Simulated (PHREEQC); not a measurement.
## Spent oxide etchant

Dissolve 0.75 mol/kgw HF, 0.00043 mol/kgw H2SiF6 and 0.019 mol/kgw H3AsO4 at 93 °C. Closed to the air; pH follows from the charge balance.

Computed with PHREEQC (ion-association model, wateq4f.dat).

- pH: 1.68
- ionic strength: 0.0243 mol/kgw
- activity of water: 0.988
- total alkalinity: -772 meq/kg

| species | molality | activity | log γ |
|---|---|---|---|
| HF | 0.595 | 0.598 | 0.002 |
| H2F2 | 0.0605 | 0.0608 | 0.002 |
| H+ | 0.0239 | 0.0207 | -0.062 |
| H3AsO4 | 0.0162 | 0.0163 | 0.002 |
| HF2- | 0.0144 | 0.0120 | -0.077 |
| F- | 0.00588 | 0.00492 | -0.077 |

This is a speciation only: nothing precipitates in the calculation. wateq4f.dat counts part of the HF as a dimer, H2F2, which phreeqc.dat doesn't know; its constant is uncertain. Constants without temperature data keep their 25 °C values here. SiF6-2 is the database's only silicon fluoride.
